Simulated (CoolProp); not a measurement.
Computed with CoolProp (reference Helmholtz-energy equation of state, Lemmon 2003). It is a pseudo-pure fit of the blend.

Question: For R410A, give the phase and the Joule-Thomson coefficient (K/MPa), viscosity (µPa s) at 268.3 K and 2.43 bar; 377.6 K and 2.43 bar.

Answer: 
- 268.3 K and 2.43 bar: gas; Joule-Thomson coefficient 29.8, viscosity 11.5
- 377.6 K and 2.43 bar: gas; Joule-Thomson coefficient 9.24, viscosity 16.4

Viscosity comes from a separate model (Geller 2000).
